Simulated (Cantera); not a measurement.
Source: NASA polynomial tables (part measured, part estimated), evaluated in Cantera. Values are per mole of reaction as written; species without (g) are pure solids or liquids, kept so even where they would boil at 1 bar.

### Question
Between 2050 and 2250 K, where is each reaction favourable under standard conditions?
- Pb + NO2(g) = NO(g) + PbO
- PbO + 2 N(g) = N2O(g) + Pb(g)

### Answer
- Pb + NO2(g) = NO(g) + PbO: ΔG° is -138 kJ at 2050 K and -141 kJ at 2250 K; it stays negative (K > 1). ΔH° is -116 kJ and ΔS° 11 J/K at 2250 K.
- PbO + 2 N(g) = N2O(g) + Pb(g): ΔG° is -416 kJ at 2050 K and -406 kJ at 2250 K; it stays negative (K > 1). ΔH° is -523 kJ and ΔS° -52 J/K at 2250 K.
